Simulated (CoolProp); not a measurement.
Vapour-liquid equilibrium of propylene (1) + acetone (2) at 4.17 bar; x and y are mole fractions of (1).

Model: multi-fluid Helmholtz-energy mixture model, Lemmon 2013 and Lemmon 2006; pair parameters Bell 2016, in CoolProp.

```tsv
x	bubble temperature (K)	y at the bubble point	dew temperature at overall composition x (K)	liquid density (mol/L)
0.05	346.9	0.568	375.5	12.47
0.2	293.4	0.943	368.6	13.45
0.35	277.4	0.976	360.8	13.66
0.5	272.0	0.983	351.7	13.64
0.65	269.6	0.986	340.1	13.53
0.8	267.3	0.990	323.8	13.42
0.95	263.8	0.996	290.7	13.35
```

No azeotrope shows between x = 0.05 and 0.95.

The pair parameters rest on a limited set of measurements; away from them the model extrapolates. With so large a gap from Raoult's law the liquid may split in two, which this calculation doesn't test in full.
